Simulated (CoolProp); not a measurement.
Methane at 298.15 K and 6.12 MPa flows at 2.6 m/s in a round tube of 20 mm bore and 1.5 µm roughness, fully developed (64/Re and Nu = 3.66 if laminar; Colebrook and Gnielinski if turbulent). Each further row changes one setting.

Values from CoolProp's reference Helmholtz-energy equation of state, Setzmann 1991.

```json
[
 {"case": "as stated", "Reynolds number": "184000", "Darcy friction factor": "0.0165", "pressure drop (Pa/m)": "122", "heat-transfer coefficient (W/(m² K))": "665", "mass flow (kg/h)": "129"},
 {"case": "velocity 5.2 m/s", "Reynolds number": "368000", "Darcy friction factor": "0.0148", "pressure drop (Pa/m)": "438", "heat-transfer coefficient (W/(m² K))": "1190", "mass flow (kg/h)": "259"},
 {"case": "diameter 40 mm", "Reynolds number": "368000", "Darcy friction factor": "0.0144", "pressure drop (Pa/m)": "53.3", "heat-transfer coefficient (W/(m² K))": "579", "mass flow (kg/h)": "517"}
]
```

Viscosity comes from a separate model (Quiñones-Cisneros 2006). Thermal conductivity comes from a separate model (Friend 1989).
